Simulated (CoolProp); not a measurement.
Computed with CoolProp (reference Helmholtz-energy equation of state, Lemmon 2006). It is a short technical equation, of lower accuracy than the large ones.

Problem. Give the vapour pressure (kPa), vapour density (kg/m³), enthalpy of vaporisation (kJ/kg) of saturated acetone at 459.4 K.

Solution. 
```
T (K)  p (kPa)  vapour density (kg/m³)  enthalpy of vaporisation (kJ/kg)
-----  -------  ----------------------  --------------------------------
459.4     2200                    51.9                               296
```
